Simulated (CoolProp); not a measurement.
Water at 293.15 K and 0.379 MPa is throttled through a valve to 0.222 MPa with no heat exchange. Each further row changes one setting.

Values from CoolProp's reference Helmholtz-energy equation of state, Wagner 2002.

| case | temperature change (K) |
|---|---|
| as stated | +0.0 |
| outlet pressure 0.0666 MPa | +0.1 |
| outlet pressure 0.289 MPa | +0.0 |
